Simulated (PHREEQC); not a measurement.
Dissolve 0.14 mol/kgw CaCl2 at 20 °C. Closed to the air; pH follows from the charge balance.

All values are PHREEQC results (ion-association model, phreeqc.dat), not measurements.

This is a speciation only: nothing precipitates in the calculation.

### Question
Predict the activity of water, specific conductance, density.

### Answer
activity of water 0.993; specific conductance 21700 µS/cm; density 1.011 g/cm³.
